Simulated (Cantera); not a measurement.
What does this Cantera script print?

```python
import numpy as np
import cantera as ct

gas = ct.Solution("gri30.yaml")
gas.TPX = 1473, 43000, {'CO': 0.012, 'O2': 0.018, 'H2O': 0.00044, 'N2': 4.9}
reactor = ct.IdealGasConstPressureReactor(gas, energy="off", clone=False)
net = ct.ReactorNet([reactor])
net.rtol, net.atol = 1e-08, 1e-18
show = ['CO', 'O2', 'H2O', 'NO2', 'O', 'OH', 'NO']
times = np.geomspace(2e-06, 40, 13)

steps = ct.SolutionArray(gas, extra=["t"])
rows = []
print(f"{'t/s':>10s}{'T/K':>9s}{'P/Pa':>11s}" + "".join(f"{s:>11s}" for s in show))
for t in times:
    while net.time < t:
        t_next = net.step()
        steps.append(gas.state, t=t_next)
    rows.append([np.interp(t, steps.t, y) for y in (steps.T, steps.P, *steps(*show).X.T)])
    print(f"{t:10.3e}{rows[-1][0]:9.1f}{rows[-1][1]:11.4g}" + "".join(f"{x:11.3e}" for x in rows[-1][2:]))
rate = np.gradient(steps.T, steps.t)
print("integrator steps:", len(steps.t))
if steps.T.max() > steps.T[0] + 200:
    print(f"time of steepest temperature rise: {steps.t[rate.argmax()]:.4e} s")
gas.TPX = 1473, 43000, {'CO': 0.012, 'O2': 0.018, 'H2O': 0.00044, 'N2': 4.9}
gas.equilibrate("TP")
print(f"equilibrium (TP): T = {gas.T:.1f} K  " + "  ".join(f"{s} {gas[s].X[0]:.3e}" for s in show))
```

Output:

```
       t/s      T/K       P/Pa         CO         O2        H2O        NO2          O         OH         NO
 2.000e-06   1473.0    4.3e+04  2.434e-03  3.651e-03  8.924e-05  5.553e-29  1.262e-11  3.372e-14  3.248e-20
 8.118e-06   1473.0    4.3e+04  2.434e-03  3.651e-03  8.924e-05  2.891e-27  5.123e-11  1.443e-13  5.291e-19
 3.295e-05   1473.0    4.3e+04  2.434e-03  3.651e-03  8.924e-05  1.989e-25  2.078e-10  7.064e-13  9.616e-18
 1.337e-04   1473.0    4.3e+04  2.434e-03  3.651e-03  8.924e-05  1.675e-23  8.424e-10  4.779e-12  2.012e-16
 5.429e-04   1473.0    4.3e+04  2.434e-03  3.651e-03  8.924e-05  1.483e-21  3.413e-09  4.855e-11  4.043e-15
 2.204e-03   1473.0    4.3e+04  2.434e-03  3.651e-03  8.924e-05  1.336e-19  1.468e-08  6.641e-10  7.295e-14
 8.944e-03   1473.0    4.3e+04  2.434e-03  3.651e-03  8.923e-05  4.620e-17  1.650e-07  1.797e-08  2.185e-12
 3.630e-02   1473.0    4.3e+04  2.124e-03  3.385e-03  6.884e-05  2.261e-11  2.266e-04  1.492e-05  2.655e-08
 1.474e-01   1473.0    4.3e+04  3.560e-04  2.502e-03  6.007e-05  2.403e-09  2.289e-04  1.995e-05  3.673e-06
 5.981e-01   1473.0    4.3e+04  3.394e-05  2.440e-03  8.497e-05  7.868e-09  2.006e-05  6.995e-06  5.310e-06
 2.428e+00   1473.0    4.3e+04  3.428e-06  2.434e-03  8.804e-05  8.843e-09  2.378e-06  2.482e-06  5.570e-06
 9.855e+00   1473.0    4.3e+04  5.616e-07  2.434e-03  8.880e-05  3.937e-09  4.463e-07  1.084e-06  5.623e-06
 4.000e+01   1473.0    4.3e+04  2.518e-07  2.434e-03  8.897e-05  2.360e-09  2.160e-07  7.547e-07  5.666e-06
integrator steps: 1626
equilibrium (TP): T = 1473.0 K  CO 2.488e-07  O2 2.372e-03  H2O 8.898e-05  NO2 5.195e-08  O 2.086e-07  OH 7.418e-07  NO 1.284e-04
```

Cantera simulation using GRI-Mech 3.0 (53 species, 325 reactions); the numbers are that mechanism's predictions, not measurements.
